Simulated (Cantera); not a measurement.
Thermodynamics of calcination and drying, feed Mg(OH)2 + C + H2O + H2

Feed: 1 mol Mg(OH)2, 0.024 mol C, 0.052 mol H2O, 0.39 mol H2, held at 1798 K.

These are equilibrium values from Cantera (NASA tables, ideal gas, pure condensed phases), not measurements of a reactor. Candidate condensed phases: C, C6H6, C7H8, C8H18, H2O, Mg, MgCO3, MgO, Mg(OH)2; 116 gas species. Rates play no part.

```csv
P (Pa),x H2O,x H2,x H,x CO,x CO2,n MgO(s)
10,0.684,0.275,0.0185,0.00978,0.00637,0.996
68,0.691,0.284,0.00720,0.00995,0.00635,0.999
460,0.693,0.287,0.00278,0.0100,0.00634,1.000
3200,0.694,0.288,0.00106,0.0100,0.00634,1.000
22000,0.695,0.288,0.000403,0.0100,0.00634,1.000
150000,0.695,0.289,0.000154,0.0100,0.00634,1.000
1000000,0.695,0.289,5.98e-5,0.0100,0.00634,1.000
```
x: gas mole fraction; n: condensed amount in mol.

From 10.0 Pa to 1000000 Pa the condensed part is MgO(s). The main Mg-bearing gas is Mg at 10.0 Pa and Mg(OH)2 at 1000000 Pa.
